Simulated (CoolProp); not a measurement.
CH3F (R41) along the isotherm 329.7 K: fugacity coefficient from the reference equation and from simpler models built on Tc = 317.3 K, pc = 5.906 MPa, ω = 0.200; each cubic takes its own stable root.

Values from CoolProp's reference Helmholtz-energy equation of state, Lemmon 2006. It is a short technical equation, of lower accuracy than the large ones.

```
p (MPa)  phase  reference
-------  -----  ---------
0.227      gas     0.9867
0.454      gas     0.9735
0.681      gas     0.9604
0.909      gas     0.9474
1.14       gas     0.9342
1.36       gas     0.9218
1.59       gas     0.9089
1.82       gas     0.8961
2.04       gas     0.8840
2.27       gas     0.8713
2.5        gas     0.8588
2.73       gas     0.8463
2.95       gas     0.8344
```

Question: How far does each simpler model (Redlich-Kwong, Peng-Robinson) lie from the reference over these 13 states: mean and median of the absolute difference, and the worst?

Answer: 
- Redlich-Kwong: mean 1.1 %, median 1.1 %, worst +2.1 % at 329.7 K and 2.95 MPa
- Peng-Robinson: mean 0.3 %, median 0.3 %, worst +0.6 % at 329.7 K and 2.95 MPa
